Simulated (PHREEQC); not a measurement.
1 kg of water holding 20 mmol/kgw NaCl meets 20 L of dry gas (O2 1 by moles) at fixed total pressure, at 100 °C; fugacities by Peng-Robinson. The gases take part in no redox reaction, some water evaporates into the gas, and hydrates or a liquid gas phase aren't modelled. No solid was allowed to form.

Computed with PHREEQC (ion-association model, phreeqc.dat).

| P (atm) | dissolved O2 (mol/kgw) | φ of O2 |
|---|---|---|
| 2 | 0.000762 | 1.002 |
| 10 | 0.00676 | 0.998 |
| 20 | 0.0141 | 0.995 |
| 30 | 0.0212 | 0.992 |
| 50 | 0.0348 | 0.987 |
| 100 | 0.0660 | 0.978 |
| 150 | 0.0935 | 0.973 |
| 200 | 0.118 | 0.970 |
| 400 | 0.195 | 0.987 |

Species that the database lacks are ignored. Away from 25 °C the constants follow the database's enthalpies or fits; those with neither stay at their 25 °C values.
